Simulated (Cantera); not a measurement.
Charge: 1 mol SiO₂, 1.4 mol BCl₃, 0.068 mol O₂, equilibrated at 1075 K and 18.0 Pa.

Method: chemical equilibrium by Gibbs-energy minimisation in Cantera with the NASA 1993 tables (ideal gas, pure condensed phases). Candidate condensed phases: B, B₂O₃, Si, SiO₂; 27 gas species. The tables' values for BOCl are old estimates; treat these amounts as uncertain. Rates play no part.

Question: What is the equilibrium state?

Answer: 
| Quantity | Result |
|---|---|
| x(BCl₃) | 0.683 |
| x(SiCl₄) | 0.106 |
| x(B₃O₃Cl₃) | 0.102 |
| x(Cl₂) | 0.0843 |
| x(Cl) | 0.0239 |
| x(BOCl) | 0.000575 |
| n(SiO₂(β-quartz)) | 0.851 mol |
| gas amount | 1.413 mol |
| log10 activity of B(s) (absent) | -13.62 |
| log10 activity of Si(s) (absent) | -20.41 |
